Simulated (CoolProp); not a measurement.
Computed with CoolProp (reference Helmholtz-energy equation of state, Lemmon 2006). It is a short technical equation, of lower accuracy than the large ones.

**Question.** For C3F8 (R218), give the phase and the density (kg/m³), cv (kJ/(kg K)), Joule-Thomson coefficient (K/MPa), fugacity coefficient at 79.25 °C and 0.284 MPa.

**Answer.** 
- 79.25 °C and 0.284 MPa: gas; density 18.9, cv 0.828, Joule-Thomson coefficient 7.67, fugacity coefficient 0.968
